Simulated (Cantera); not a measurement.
An isothermal, constant-pressure homogeneous reactor starts with H2 : O2 = 0.037 : 1 (molar parts), at 1450 K and 190 Pa.

Model: GRI-Mech 3.0 (53 species, 325 reactions), integrated in Cantera. Radical loss at walls, strong at low pressure, is not modelled. The temperature is held fixed by assumption; the heat of reaction is taken as removed at once.

Predict: x(H2) at 4.00 s; x(O2) at 4.00 s; x(H2O2) at 4.00 s; x(OH) at 4.00 s; x(H) at 4.00 s; x(HO2) at 4.00 s; x(H2O) at 4.00 s.


```
Quantity                                              Value
-----------------  ----------------------------------------
x(H2) at 4.00 s    0.000273 (gas-phase equilibrium 8.07e-7)
x(O2) at 4.00 s         0.945 (gas-phase equilibrium 0.964)
x(H2O2) at 4.00 s  3.87e-9 (gas-phase equilibrium 2.39e-10)
x(OH) at 4.00 s    0.00384 (gas-phase equilibrium 0.000211)
x(H) at 4.00 s      0.00132 (gas-phase equilibrium 1.96e-7)
x(HO2) at 4.00 s    1.40e-7 (gas-phase equilibrium 5.29e-8)
x(H2O) at 4.00 s      0.0331 (gas-phase equilibrium 0.0362)
```
